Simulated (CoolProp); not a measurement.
Aqueous calcium chloride as a coolant, at 25 °C, 1 atm.

Values from CoolProp's Melinder's fits for secondary coolants.

| mass % | freezing point (°C) | viscosity (mPa s) | cp (kJ/(kg K)) | density (kg/m³) | conductivity (W/(m K)) |
|---|---|---|---|---|---|
| 2.1 | … | 0.948 | 4.056 | 1014 | … |
| 6.6 | -3.3 | 1.06 | … | 1053 | 0.599 |
| 11.2 | -6.9 | 1.20 | 3.554 | 1096 | 0.593 |
| 15.7 | -11.9 | 1.41 | 3.321 | 1139 | 0.588 |
| 20.2 | -18.6 | 1.73 | 3.114 | 1181 | 0.582 |
| 24.8 | -28.5 | 2.23 | 2.943 | 1225 | 0.575 |
| 29.3 | -44.6 | 2.96 | 2.805 | 1271 | 0.569 |

Problem. Fill in the missing entries.

Solution. 
- 2.1, freezing point (°C): -1.0
- 2.1, conductivity (W/(m K)): 0.605
- 6.6, cp (kJ/(kg K)): 3.805
